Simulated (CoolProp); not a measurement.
The numbers come from the reference Helmholtz-energy equation of state, Kamei 1995 in CoolProp.

Q: For R22, give the phase and the cp (kJ/(kg K)), viscosity (µPa s) at 117.75 °C and 9.7 MPa.

A: 
- 117.75 °C and 9.7 MPa: supercritical; cp 1.92, viscosity 53.3

Viscosity comes from a separate model (Bell 2016), an estimate that may be off by 10 % or more.
